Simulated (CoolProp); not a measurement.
A single-stage vapour-compression cycle with the fluid: evaporating at 318.15 K (dew point), condensing at 358.15 K (bubble point), superheat 5 K, subcooling 8 K, compressor efficiency 0.6, no pressure losses. The same conditions are run with several fluids, on thermodynamics alone (safety and materials aside).

Values from CoolProp's reference Helmholtz-energy equation of state of each fluid (R124: de Vries 1995; trans-2-butene: Lemmon 2005; vinyl chloride: Thol 2022; R1336mzz(E): Akasaka 2023; hexamethyldisiloxane (MM): Thol 2016; c-C4F8 (RC318): Platzer 1990). The equations of Platzer and Polt are older, rougher fits.

Rank R124, trans-2-butene, vinyl chloride, R1336mzz(E), hexamethyldisiloxane (MM), c-C4F8 (RC318) by cooling COP, highest first.

vinyl chloride (4.19), trans-2-butene (4.15), hexamethyldisiloxane (MM) (4.12), R1336mzz(E) (3.89), R124 (3.86), c-C4F8 (RC318) (3.52)

```
fluid                      pressure ratio  discharge temperature (K)  refrigerating effect (kJ/kg)  volumetric capacity (kJ/m³)
-------------------------  --------------  -------------------------  ----------------------------  ---------------------------
R124                                 2.58                      369.4                          98.7                         4010
trans-2-butene                       2.63                      372.1                           287                         2810
vinyl chloride                       2.50                      396.1                           256                         4580
R1336mzz(E)                          2.88                      363.3                          95.3                         2440
hexamethyldisiloxane (MM)            4.44                      358.1                           164                          143
c-C4F8 (RC318)                       2.65                      358.2                          59.9                         2960
```

The compression ends wet for: hexamethyldisiloxane (MM); c-C4F8 (RC318).
